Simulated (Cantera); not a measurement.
A diamond (100) surface in a fixed gas of H2 with x(CH4) = 0.028, x(H) = 0.0024, at 900 K, 135 Torr; coverages are run to steady state.

Cantera simulation using the Harris–Goodwin 1993 mechanism for the reconstructed diamond (100) surface; the numbers are that mechanism's predictions, not measurements.

θ: site fractions in the mechanism's names (c6HH fully hydrogenated, c6H* and c6*H radical sites, c6** diradical, c6HM methylated).

```
x(CH3)   growth (µm/h)  θ c6HH   θ c6H*  θ c6*H   θ c6**    θ c6HM
-------  -------------  ------  -------  ------  -------  --------
1e-06              ___   0.692   0.0105   0.293  0.00436  0.000351
2.5e-06            ___   0.692   0.0105   0.292  0.00435  0.000877
6.4e-06            ___   0.690   0.0105   0.292  0.00435   0.00224
1.6e-05            ___   0.688   0.0105   0.291  0.00432   0.00558
4.1e-05            ___   0.680   0.0103   0.288  0.00427    0.0141
0.0001             ___   0.664   0.0101   0.280  0.00413    0.0335
0.00026            ___   0.623  0.00946   0.263  0.00381    0.0813
0.00066            ___   0.541  0.00819   0.228  0.00317     0.177
0.0017             ___   0.408  0.00613   0.170  0.00216     0.332
```

Question: Fill in the missing entries.

Answer: 
- 1e-06, growth (µm/h): 0.0563
- 2.5e-06, growth (µm/h): 0.141
- 6.4e-06, growth (µm/h): 0.360
- 1.6e-05, growth (µm/h): 0.895
- 4.1e-05, growth (µm/h): 2.27
- 0.0001, growth (µm/h): 5.38
- 0.00026, growth (µm/h): 13.1
- 0.00066, growth (µm/h): 28.4
- 0.0017, growth (µm/h): 53.3
